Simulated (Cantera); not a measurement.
Charge: 1 mol V, 0.048 mol H2O, equilibrated at 875 °C and 100000 Pa.

Cantera equilibrium calculation (NASA polynomials, part measured and part estimated; ideal gas, pure solids and liquids). Candidate condensed phases: H2O, V, VO, V2O3, V2O4, V2O5; 12 gas species. Mutual solubility and eutectic melting of coexisting phases are not modelled. VO: taken at fixed stoichiometry. Condensed phases not in the tables: N, O or C dissolved in the metal. The numbers say what is thermodynamically allowed, not how fast it happens.

Base state: H2 1.00 (mole fractions); condensed: V(s) + VO(s).

Question: What changes in the equilibrium state with this change: V replaced by Cr?

Answer: 
| species | before | after |
|---|---|---|
| H2 | 1.00 | 1.000 |
| H2O | 1.92e-7 | 5.82e-5 |
| V(s), mol | 0.952 | 0 |
| VO(s), mol | 0.0480 | 0 |
| Cr(s), mol | 0 | 0.968 |
| Cr2O3(s), mol | 0 | 0.0160 |
Further candidate phases: Cr, Cr2O3.
